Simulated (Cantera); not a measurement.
Feed: 1 mol SiCl4, 5.5 mol N2, 3.7 mol H2, 32 mol NH3, equilibrated at 3.50 mbar.

Cantera equilibrium calculation (NASA polynomials, part measured and part estimated; ideal gas, pure solids and liquids). Candidate condensed phases: NH4Cl, Si, Si3N4; 28 gas species. The tables' values for SiCl, SiCl3 are old estimates; treat these amounts as uncertain. Kinetics and transport are ignored.

Q: At 1648 K, list the 6 most abundant gas species with their mole fractions, and the condensed phases.

A: H2 0.669, N2 0.283, HCl 0.0401, SiCl2 0.00657, H 0.00123, Cl 5.79e-5. Condensed: Si3N4(s).
